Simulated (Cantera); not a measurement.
Input: 1 mol SiH2Cl2, 4.9 mol N2, equilibrated at 1125 K and 1.00 bar.

Method: chemical equilibrium by Gibbs-energy minimisation in Cantera with the NASA 1993 tables (ideal gas, pure condensed phases). Candidate condensed phases: NH4Cl, Si, Si3N4; 28 gas species. N2 is the only nitrogen source here; it is nearly inert below about 1500 K, so the nitride shown seldom forms there in practice. The tables' values for SiCl3 are old estimates; treat these amounts as uncertain. The numbers say what is thermodynamically allowed, not how fast it happens.

Problem. What is the equilibrium state?

Solution. 
| Item | Value |
|---|---|
| x(N2) | 0.713 |
| x(HCl) | 0.173 |
| x(H2) | 0.0759 |
| x(SiCl4) | 0.0377 |
| x(SiHCl3) | 0.000288 |
| x(SiCl3) | 7.56e-5 |
| x(NH3) | 4.90e-6 |
| x(SiCl2) | 1.86e-6 |
| n(Si3N4(s)) | 0.255 mol |
| gas amount | 6.155 mol |
| log10 activity of Si(s) (absent) | -5.65 |
